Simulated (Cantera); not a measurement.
Charge: 1 mol Zr, 0.016 mol H2O, 120 mol H2, held at 1600 °C and 1 atm.

Method: chemical equilibrium by Gibbs-energy minimisation in Cantera with the NASA 1993 tables (ideal gas, pure condensed phases). Candidate condensed phases: H2O, Zr, ZrO2; 12 gas species. Mutual solubility and eutectic melting of coexisting phases are not modelled. Condensed phases not in the tables: N, O or C dissolved in the metal. Kinetics and transport are ignored.

Base state: H2 0.999, H 0.000642 (mole fractions); condensed: Zr(β) + ZrO2(tetragonal).

Problem. What changes in the equilibrium state with this change: Zr replaced by Nb?

Solution. 
| species | before | after |
|---|---|---|
| H2 | 0.999 | 0.999 |
| H | 0.000642 | 0.000642 |
| H2O | 3.29e-7 | 0.000133 |
| Zr(β), mol | 0.992 | 0 |
| ZrO2(tetragonal), mol | 0.00798 | 0 |
| Nb(s), mol | 0 | 1.00 |
Further candidate phases: Nb, NbO, NbO2, Nb2O5.
